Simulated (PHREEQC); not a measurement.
Synthetic water in mmol/kgw, 44 °C, pH 2.15, pe 11.4:

```tsv
constituent	mmol/kgw
Na	6.6
K	0.876
Ca	6.02
Mg	3.38
Cl	7.38
S(6)	23.4
Mn(2)	0.164
Zn	0.0316
```

Valence states are taken as typed.

The numbers come from PHREEQC with the ion-association model, phreeqc.dat.

This is a speciation only: nothing precipitates in the calculation.

Problem. Order these S species by the share of S that they hold, largest first: CaSO4, NaSO4-, SO4-2, HSO4-, MgSO4.

Solution. SO4-2 (52 %), HSO4- (31 %), CaSO4 (8.4 %), MgSO4 (7.0 %), NaSO4- (0.83 %)

Problem. Order these Mn species by the share of Mn that they hold, largest first: MnSO4, MnCl+, Mn+2.

Solution. Mn+2 (61 %), MnSO4 (38 %), MnCl+ (0.84 %)

The pH is 2.15 and the ionic strength 0.0511 mol/kgw. At this temperature some constants are extrapolated from 25 °C, and those without enthalpy data are left unchanged.
